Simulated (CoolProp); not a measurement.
A simple Rankine cycle with R236FA: condensing at 301.15 K, boiler at 1.36 MPa, turbine inlet 358.8 K, turbine efficiency 0.65, pump efficiency 0.7, no recuperator. Each further row changes one setting.

The numbers come from the reference Helmholtz-energy equation of state, Pan 2012 in CoolProp.

```tsv
case	thermal efficiency (%)	net work (kJ/kg)	heat in (kJ/kg)	turbine exit temperature (K)	volume ratio over the turbine
as stated	7.8	13.9	178	323.7	5.26
turbine inlet 378.8 K	7.8	…	201	347.0	…
condensing temperature 293.15 K	8.9	16.6	…	…	6.91
boiler pressure 0.952 MPa	…	…	186	335.4	3.37
turbine efficiency 0.55	6.5	…	178	…	5.32
```

Task: What belongs in the gaps?

Result: 
- turbine inlet 378.8 K, net work (kJ/kg): 15.7
- turbine inlet 378.8 K, volume ratio over the turbine: 4.96
- condensing temperature 293.15 K, heat in (kJ/kg): 188
- condensing temperature 293.15 K, turbine exit temperature (K): 319.2
- boiler pressure 0.952 MPa, thermal efficiency (%): 6.3
- boiler pressure 0.952 MPa, net work (kJ/kg): 11.7
- turbine efficiency 0.55, net work (kJ/kg): 11.6
- turbine efficiency 0.55, turbine exit temperature (K): 326.2
